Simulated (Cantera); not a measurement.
Thermodynamics of hydrogen reduction and annealing atmospheres, feed Cu2O + H2 + H2O

A closed system holds: 1 mol Cu2O, 0.68 mol H2, 1.5 mol H2O, at 950 Pa.

Cantera equilibrium calculation (NASA polynomials, part measured and part estimated; ideal gas, pure solids and liquids). Candidate condensed phases: Cu, CuO, Cu(OH)2, Cu2O, H2O; 12 gas species. Mutual solubility and eutectic melting of coexisting phases are not modelled. The numbers say what is thermodynamically allowed, not how fast it happens.

From 802 °C to 1052 °C the condensed part is Cu(s) + Cu2O(s). From 1102 °C to 1152 °C the condensed part is Cu(l) + Cu2O(s). The main Cu-bearing gas is Cu throughout.

| T (°C) | x H2O | x O2 | x Cu | x H2 | n Cu(s) | n Cu2O(s) | n Cu(l) |
|---|---|---|---|---|---|---|---|
| 802 | 1.000 | 1.83e-7 | 2.69e-8 | 1.68e-5 | 1.36 | 0.320 | 0 |
| 852 | 1.000 | 9.66e-7 | 1.41e-7 | 2.52e-5 | 1.36 | 0.320 | 0 |
| 902 | 1.000 | 4.40e-6 | 6.37e-7 | 3.65e-5 | 1.36 | 0.320 | 0 |
| 952 | 1.000 | 1.77e-5 | 2.55e-6 | 5.16e-5 | 1.36 | 0.320 | 0 |
| 1002 | 1.000 | 6.34e-5 | 9.11e-6 | 7.11e-5 | 1.36 | 0.320 | 0 |
| 1052 | 1.000 | 0.000206 | 2.96e-5 | 9.58e-5 | 1.36 | 0.319 | 0 |
| 1102 | 0.999 | 0.000651 | 8.66e-5 | 0.000123 | 0 | 0.317 | 1.37 |
| 1152 | 0.997 | 0.00210 | 0.000229 | 0.000147 | 0 | 0.311 | 1.38 |
x: gas mole fraction; n: condensed amount in mol.
